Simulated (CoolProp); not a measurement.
Vapour-liquid equilibrium of n-hexane (1) + cyclohexane (2) at 464.7 K; x and y are mole fractions of (1).

Computed with CoolProp (multi-fluid Helmholtz-energy mixture model, Thol 2019 and Zhou 2014; pair parameters Bell 2016).

### Question
Give the bubble pressure and the first vapour's composition at x = 0.05, 0.2, 0.65. Is there an azeotrope?

### Answer
x = 0.05: 1.198 MPa, y = 0.064; x = 0.2: 1.265 MPa, y = 0.240; x = 0.65: 1.446 MPa, y = 0.689. No azeotrope shows between x = 0.05 and 0.95.

Pair parameters are fitted to limited data, so mixtures are less certain than the pure fluids.
